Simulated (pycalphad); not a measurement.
Computed with pycalphad from the COST 507 light-alloy database (1999), at 1 atm. These are 1990s assessments: newer ones move some temperatures and phases.

Q: How does the equilibrium phase assembly of Si-21.42Al (wt.%) change on cooling from 2350 K to 550 K?

A: 
| T (K) | phases above | phases below |
|---|---|---|
| 1568.5 | liquid | diamond (Si) + liquid |
| 850.2 | diamond (Si) + liquid | diamond (Si) + fcc |
Changes were sought between steps of 75 K, so a narrower field can be missed.
